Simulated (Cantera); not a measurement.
Charge: 1 mol MgO, 8.5 mol CO, 0.62 mol C.

Equilibrium computed with Cantera from the NASA thermochemical tables; the gas is ideal and each condensed phase is pure. Candidate condensed phases: C, Mg, MgCO3, MgO; 15 gas species. Equilibrium is a limit: real reactors are often held back by kinetics, nucleation or transport.

Stable condensed phases, one row left out:

```
T in °C \ P in Pa
              10      68     460    3200   22000  150000 1000000
   1827        A       A       B       B       B       B       C
   1802        A       A       B       B       B       B       C
   1777        A       A       B       B       B       B       C
   1752        A       A       B       B       B       B       C
   1702        A       B       B       B       B       C       C
   1677        A       B       B       B       B       C       C
   1652        A       B       B       B       B       C       C
   1627        A       B       B       B       B       C       C
   1602        A       B       B       B       B       C       C
   1577        B       B       B       B       B       C       C
   1552        B       B       B       B       B       C       C
```

A: gas only; B: MgO; C: C + MgO.

Task: Give the row for 1727 °C.

Result: 10: gas only; 68: gas only; 460: MgO; 3200: MgO; 22000: MgO; 150000: C + MgO; 1000000: C + MgO.
